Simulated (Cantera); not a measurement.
Cantera run, input and output.

```python
import numpy as np
import cantera as ct

gas = ct.Solution("gri30.yaml")
gas.TPX = 2350, 32000, {'CH4': 0.033, 'H2': 0.79, 'CO2': 0.011}
reactor = ct.IdealGasConstPressureReactor(gas, energy="off", clone=False)
net = ct.ReactorNet([reactor])
net.rtol, net.atol = 1e-08, 1e-18
show = ['CH4', 'H2', 'CO2', 'C2H2', 'CH2O', 'CH2CO']
times = np.geomspace(8e-05, 200, 14)

steps = ct.SolutionArray(gas, extra=["t"])
rows = []
print(f"{'t/s':>10s}{'T/K':>9s}{'P/Pa':>11s}" + "".join(f"{s:>11s}" for s in show))
for t in times:
    while net.time < t:
        t_next = net.step()
        steps.append(gas.state, t=t_next)
    rows.append([np.interp(t, steps.t, y) for y in (steps.T, steps.P, *steps(*show).X.T)])
    print(f"{t:10.3e}{rows[-1][0]:9.1f}{rows[-1][1]:11.4g}" + "".join(f"{x:11.3e}" for x in rows[-1][2:]))
rate = np.gradient(steps.T, steps.t)
print("integrator steps:", len(steps.t))
if steps.T.max() > steps.T[0] + 200:
    print(f"time of steepest temperature rise: {steps.t[rate.argmax()]:.4e} s")
gas.TPX = 2350, 32000, {'CH4': 0.033, 'H2': 0.79, 'CO2': 0.011}
gas.equilibrate("TP")
print(f"equilibrium (TP): T = {gas.T:.1f} K  " + "  ".join(f"{s} {gas[s].X[0]:.3e}" for s in show))
```

Result:

```
       t/s      T/K       P/Pa        CH4         H2        CO2       C2H2       CH2O      CH2CO
 8.000e-05   2350.0    3.2e+04  2.475e-02  9.331e-01  6.664e-03  3.525e-03  1.492e-06  3.932e-07
 2.485e-04   2350.0    3.2e+04  1.008e-02  9.337e-01  4.846e-04  1.204e-02  6.947e-07  1.450e-06
 7.716e-04   2350.0    3.2e+04  2.632e-03  9.366e-01  2.859e-05  1.620e-02  2.140e-07  1.708e-06
 2.396e-03   2350.0    3.2e+04  1.021e-03  9.375e-01  2.537e-05  1.586e-02  7.432e-08  1.267e-06
 7.442e-03   2350.0    3.2e+04  6.153e-04  9.396e-01  1.418e-05  1.380e-02  2.289e-08  5.032e-07
 2.311e-02   2350.0    3.2e+04  2.289e-04  9.410e-01  1.806e-06  1.242e-02  3.827e-09  5.716e-08
 7.178e-02   2350.0    3.2e+04  8.536e-05  9.412e-01  3.927e-09  1.231e-02  2.993e-09  3.312e-09
 2.229e-01   2350.0    3.2e+04  8.428e-05  9.412e-01  7.879e-10  1.231e-02  2.992e-09  3.188e-09
 6.923e-01   2350.0    3.2e+04  8.428e-05  9.412e-01  7.879e-10  1.231e-02  2.992e-09  3.188e-09
 2.150e+00   2350.0    3.2e+04  8.428e-05  9.412e-01  7.879e-10  1.231e-02  2.992e-09  3.188e-09
 6.677e+00   2350.0    3.2e+04  8.428e-05  9.412e-01  7.879e-10  1.231e-02  2.992e-09  3.188e-09
 2.074e+01   2350.0    3.2e+04  8.428e-05  9.412e-01  7.879e-10  1.231e-02  2.992e-09  3.188e-09
 6.440e+01   2350.0    3.2e+04  8.428e-05  9.412e-01  7.879e-10  1.231e-02  2.992e-09  3.188e-09
 2.000e+02   2350.0    3.2e+04  8.428e-05  9.412e-01  7.879e-10  1.231e-02  2.992e-09  3.188e-09
integrator steps: 1175
equilibrium (TP): T = 2350.0 K  CH4 8.467e-05  H2 9.412e-01  CO2 7.934e-10  C2H2 1.231e-02  CH2O 2.992e-09  CH2CO 3.203e-09
```

Model: GRI-Mech 3.0 (53 species, 325 reactions), integrated in Cantera. GRI-Mech 3.0 stops at C3 and has no aromatics, soot or wall deposition, so with more carbon than oxygen in the feed, carbon stays in small species such as C2H2 where larger ones or solid carbon would form.
